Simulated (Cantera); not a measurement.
Thermodynamics of abatement and gas-phase synthesis, feed PH3 + O2 + H2

Feed: 1 mol PH3, 1.9 mol O2, a varied amount of H2, equilibrated at 1125 °C and 1.40 mbar.

These are equilibrium values from Cantera (NASA tables, ideal gas, pure condensed phases), not measurements of a reactor. Candidate condensed phases: H2O, P, P4O10; 17 gas species. Gases not in the tables: HPO2, HPO3 and P4O6. The numbers say what is thermodynamically allowed, not how fast it happens.

From 0.42 mol H2 to 2.5 mol H2 nothing is condensed.

| n(H2) (mol) | log p H2O | log p H2 | log p PO2 | log p PO | log p P4O10 | log p P2 |
|---|---|---|---|---|---|---|
| 0.42 | -3.06 | -3.99 | -3.41 | -4.87 | -4.57 | -7.67 |
| 0.49 | -3.07 | -3.93 | -3.41 | -4.79 | -4.69 | -7.36 |
| 0.57 | -3.08 | -3.86 | -3.41 | -4.72 | -4.83 | -7.06 |
| 0.66 | -3.09 | -3.80 | -3.41 | -4.64 | -5.00 | -6.76 |
| 0.76 | -3.10 | -3.73 | -3.42 | -4.58 | -5.18 | -6.47 |
| 0.88 | -3.11 | -3.66 | -3.43 | -4.51 | -5.40 | -6.18 |
| 1 | -3.12 | -3.61 | -3.45 | -4.46 | -5.60 | -5.95 |
| 1.2 | -3.14 | -3.53 | -3.48 | -4.40 | -5.91 | -5.64 |
| 1.4 | -3.15 | -3.47 | -3.51 | -4.36 | -6.19 | -5.41 |
| 1.6 | -3.16 | -3.42 | -3.55 | -4.33 | -6.45 | -5.24 |
| 1.8 | -3.17 | -3.39 | -3.58 | -4.32 | -6.68 | -5.11 |
| 2.1 | -3.19 | -3.34 | -3.63 | -4.30 | -7.00 | -4.96 |
| 2.5 | -3.21 | -3.29 | -3.69 | -4.30 | -7.39 | -4.82 |
log p: log10 of the partial pressure in bar; nothing condenses.
